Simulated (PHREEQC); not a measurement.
A solution holds 0.0034 mol HBF4 per kg of water, at 55 °C. Closed to the air; pH follows from the charge balance.

All values are PHREEQC results (ion-association model, wateq4f.dat), not measurements.

This is a speciation only: nothing precipitates in the calculation.

Q: Order these F species by the share of F that they hold, largest first: BF4-, BF3OH-, HF, BF2(OH)2-, F-.

A: BF4- (46 %), HF (40 %), F- (6.2 %), BF3OH- (4.3 %), BF2(OH)2- (2.1 %)

The pH is 2.58 and the ionic strength 0.00278 mol/kgw. At this temperature some constants are extrapolated from 25 °C, and those without enthalpy data are left unchanged. Real BF4- forms and hydrolyses slowly; the run takes it at equilibrium.
